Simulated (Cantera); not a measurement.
Cantera run, input and output.

```python
import numpy as np
import cantera as ct

gas = ct.Solution("gri30.yaml")
gas.TPX = 425, 100000, {'CH4': 1, 'H2': 0.39, 'O2': 1.57, 'N2': 5.9}
inlet = ct.Reservoir(gas, clone=True)
gas.equilibrate("HP")  # start burning
reactor = ct.IdealGasConstPressureReactor(gas, energy="on", clone=False)
exhaust = ct.Reservoir(gas, clone=True)
tau = [0.022, 0.012, 0.0068, 0.0038, 0.0021, 0.0012, 0.00065, 0.00036, 0.0002, 0.00011, 6.1e-05, 3.4e-05, 1.9e-05][0]
for a, b in ((inlet, reactor), (reactor, exhaust)):
    ct.MassFlowController(a, b, mdot=lambda t: reactor.mass / tau)
net = ct.ReactorNet([reactor])
show = ['CH4', 'H2', 'O2', 'H', 'C2H']

rows = []
print(f"{'tau/s':>10s}{'T/K':>9s}" + "".join(f"{s:>11s}" for s in show))
for tau in [0.022, 0.012, 0.0068, 0.0038, 0.0021, 0.0012, 0.00065, 0.00036, 0.0002, 0.00011, 6.1e-05, 3.4e-05, 1.9e-05]:
    net.initial_time = 0.0
    net.advance(30 * tau)
    before = gas.X
    net.advance(40 * tau)
    drift = np.max(np.abs(gas.X - before) / (gas.X + 1e-9))
    rows.append([gas.T, *gas[show].X, drift])
    print(f"{tau:10.3e}{gas.T:9.1f}" + "".join(f"{x:11.3e}" for x in gas[show].X))
```

Result:

```
     tau/s      T/K        CH4         H2         O2          H        C2H
 2.200e-02   2080.1  9.612e-05  6.570e-02  2.170e-04  2.816e-03  5.562e-09
 1.200e-02   2073.8  1.188e-04  6.554e-02  3.277e-04  3.410e-03  9.935e-09
 6.800e-03   2066.8  1.506e-04  6.536e-02  4.853e-04  4.027e-03  1.752e-08
 3.800e-03   2058.4  2.021e-04  6.514e-02  7.341e-04  4.677e-03  3.243e-08
 2.100e-03   2048.4  2.893e-04  6.486e-02  1.139e-03  5.299e-03  6.276e-08
 1.200e-03   2036.8  4.281e-04  6.452e-02  1.764e-03  5.793e-03  1.184e-07
 6.500e-04   2019.5  6.973e-04  6.404e-02  2.944e-03  6.163e-03  2.315e-07
 3.600e-04   1993.5  1.199e-03  6.347e-02  5.076e-03  6.236e-03  4.106e-07
 2.000e-04   1941.5  2.467e-03  6.300e-02  1.000e-02  5.548e-03  6.326e-07
 1.100e-04    425.0  1.129e-01  4.402e-02  1.772e-01  6.135e-25  1.727e-44
 6.100e-05    425.0  1.129e-01  4.402e-02  1.772e-01  2.676e-28  1.672e-51
 3.400e-05    425.0  1.129e-01  4.402e-02  1.772e-01  1.717e-28  9.391e-57
 1.900e-05    425.0  1.129e-01  4.402e-02  1.772e-01  1.639e-28  1.667e-59
```

Detailed kinetics in Cantera: GRI-Mech 3.0 (53 species, 325 reactions).
